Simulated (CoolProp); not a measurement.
Saturation properties of hexamethyldisiloxane (MM) (Tc = 518.7 K, pc = 19.31 bar, ω = 0.418).

Values from CoolProp's reference Helmholtz-energy equation of state, Thol 2016.

| T (K) | p (bar) | vapour density (kg/m³) | liquid cp (kJ/(kg K)) |
|---|---|---|---|
| 374.6 | 1.041 | 5.804 | 2.119 |
| 387.2 | 1.477 | 8.120 | (withheld) |
| 399.8 | 2.041 | 11.12 | 2.201 |
| 412.4 | (withheld) | 14.98 | 2.245 |
| 425 | (withheld) | 19.88 | (withheld) |
| 437.6 | 4.743 | (withheld) | 2.346 |
| 450.2 | 6.072 | 34.08 | 2.407 |
| 462.8 | 7.669 | 44.34 | 2.483 |

Fill in the missing entries.


- 387.2, liquid cp (kJ/(kg K)): 2.159
- 412.4, p (bar): 2.756
- 425, p (bar): 3.648
- 425, liquid cp (kJ/(kg K)): 2.293
- 437.6, vapour density (kg/m³): 26.12

It boils at 373.7 K under 1 atm.
